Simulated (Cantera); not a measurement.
A closed system holds: 1 mol C2H4, a varied amount of H2, held at 2527 °C and 0.133 bar.

Equilibrium computed with Cantera from the NASA thermochemical tables; the gas is ideal and each condensed phase is pure. Candidate condensed phases: C, C6H6, C7H8, C8H18; 76 gas species. Equilibrium is a limit: real reactors are often held back by kinetics, nucleation or transport.

Q: What share of the C ends up in condensed phases as a function of n(H2) (mol), at 3.9, 5.3, 7.3, 10, 14, 19, 26, 36, 50?

A: 
```csv
n(H2) (mol),C condensed (%),as
3.9,81.7,C(graphite)
5.3,77.4,C(graphite)
7.3,71.2,C(graphite)
10,62.8,C(graphite)
14,50.4,C(graphite)
19,34.9,C(graphite)
26,13.2,C(graphite)
36,0.0,-
50,0.0,-
```
